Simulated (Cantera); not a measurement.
A Cantera script and its output.

```python
import numpy as np
import cantera as ct

gas = ct.Solution("gri30.yaml", transport_model="multicomponent")
show = ['H', 'O', 'NH3']

rows = []
print(f"{'T/K':>7s}{'rho':>11s}{'cp':>10s}{'mu':>11s}{'lambda':>11s}{'Pr':>7s}" + "".join(f"{'D_' + s:>11s}" for s in show))
for T in [400, 550, 700, 850, 1000, 1150]:
    gas.TPX = T, 1000000, {'O2': 0.74}
    Pr = gas.cp_mass * gas.viscosity / gas.thermal_conductivity
    D = [gas.mix_diff_coeffs_mole[gas.species_index(s)] for s in show]
    rows.append([gas.density, gas.cp_mass, gas.viscosity, gas.thermal_conductivity, Pr, *D])
    print(f"{T:7g}{gas.density:11.4e}{gas.cp_mass:10.1f}{gas.viscosity:11.4e}"
          f"{gas.thermal_conductivity:11.4e}{Pr:7.3f}" + "".join(f"{d:11.4e}" for d in D))
print("SI units: kg/m3, J/kg/K, Pa s, W/m/K, m2/s")
```

It prints:

```
    T/K        rho        cp         mu     lambda     Pr        D_H        D_O      D_NH3
    400 9.6212e+00     941.4 2.5629e-05 3.3889e-02  0.712 2.1527e-05 5.5061e-06 3.9045e-06
    550 6.9972e+00     987.2 3.2102e-05 4.4601e-02  0.711 3.7428e-05 9.4778e-06 7.0340e-06
    700 5.4978e+00    1031.1 3.7824e-05 5.4934e-02  0.710 5.6489e-05 1.4229e-05 1.0842e-05
    850 4.5276e+00    1064.7 4.3049e-05 6.4608e-02  0.709 7.8427e-05 1.9694e-05 1.5257e-05
   1000 3.8485e+00    1090.2 4.7912e-05 7.3669e-02  0.709 1.0304e-04 2.5825e-05 2.0227e-05
   1150 3.3465e+00    1108.6 5.2496e-05 8.2135e-02  0.709 1.3018e-04 3.2586e-05 2.5716e-05
SI units: kg/m3, J/kg/K, Pa s, W/m/K, m2/s
```

Cantera simulation using GRI-Mech 3.0 (53 species, 325 reactions); the numbers are that mechanism's predictions, not measurements.
